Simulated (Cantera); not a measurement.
Feed: 1 mol SiCl4, 15 mol N2, a varied amount of H2, equilibrated at 677 °C and 0.100 bar.

Equilibrium computed with Cantera from the NASA thermochemical tables; the gas is ideal and each condensed phase is pure. Candidate condensed phases: NH4Cl, Si, Si3N4; 28 gas species. N2 is the only nitrogen source here; it is nearly inert below about 1500 K, so the nitride shown seldom forms there in practice. Rates play no part.

Task: What share of the Si ends up in condensed phases as a function of n(H2) (mol), at 0.19, 0.46, 1.1, 2.7, 6.5, 16, 38?

Result: 
```json
[
 {"n(H2) (mol)": "0.19", "Si condensed (%)": "8.8", "as": "Si3N4(s)"},
 {"n(H2) (mol)": "0.46", "Si condensed (%)": "19.4", "as": "Si3N4(s)"},
 {"n(H2) (mol)": "1.1", "Si condensed (%)": "38.8", "as": "Si3N4(s)"},
 {"n(H2) (mol)": "2.7", "Si condensed (%)": "67.7", "as": "Si3N4(s)"},
 {"n(H2) (mol)": "6.5", "Si condensed (%)": "91.5", "as": "Si3N4(s)"},
 {"n(H2) (mol)": "16", "Si condensed (%)": "98.8", "as": "Si3N4(s)"},
 {"n(H2) (mol)": "38", "Si condensed (%)": "99.8", "as": "Si3N4(s)"}
]
```
